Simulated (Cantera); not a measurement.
Cantera run:

```python
import numpy as np
import cantera as ct

gas_names = """
    H HO2 H2 H2O H2O2 O OH O2 O3 Pb PbO Pb2
""".split()
cond_names = """
    H2O(s) H2O(L) Pb(cr) Pb(L) PbO(rd) PbO(yw) PbO(L) PbO2(s) Pb3O4(s)
""".split()


# ... load() reads the species with a 1 bar reference pressure and builds the phases ...
atoms = {
    'PbO': {'Pb': 1, 'O': 1},
    'H2': {'H': 2},
}
top_T = {'Pb3O4(s)': 820}  # K; cautious upper limits of use, not melting points


# ... equilibrate(T, P, feed) seeds the gas with the atoms and calls Mixture.equilibrate('TP', solver="vcs", rtol=1e-11, max_steps=5000) ...
results = []
feed = {'PbO': 1, 'H2': 8.6}  # mol
T = 1148.15  # K
P = 12  # Pa
mix = equilibrate(T, P, feed)
results.append((T, P, feed, dict(zip(mix.species_names, mix.species_moles))))
print(gas.report(threshold=0.001))
for i in range(1, mix.n_phases):
    print(f"{mix.phase(i).name:16s} {mix.phase_moles(i):12.5e} mol")
```

Result:

```
       temperature   1148.2 K
          pressure   12 Pa
           density   3.1496e-05 kg/m^3
  mean mol. weight   25.056 kg/kmol
   phase of matter   gas

                          1 kg             1 kmol
                     ---------------   ---------------
          enthalpy        8.1026e+05        2.0302e+07  J
   internal energy        4.2926e+05        1.0755e+07  J
           entropy             10437         2.615e+05  J/K
    Gibbs function       -1.1173e+07       -2.7994e+08  J
 heat capacity c_p              1241             31095  J/K
 heat capacity c_v            909.19             22781  J/K

                      mass frac. Y      mole frac. X     chem. pot. / RT
                     ---------------   ---------------   ---------------
                H2          0.063697           0.79166           -27.122
               H2O          0.074895           0.10417           -61.935
                Pb            0.8614           0.10417           -13.455
     [   +9 minor]        4.1394e-06        6.1941e-06

Pb(L)             0.00000e+00 mol
PbO(yw)           0.00000e+00 mol
PbO2(s)           0.00000e+00 mol
```

These are equilibrium values from Cantera (NASA tables, ideal gas, pure condensed phases), not measurements of a reactor.
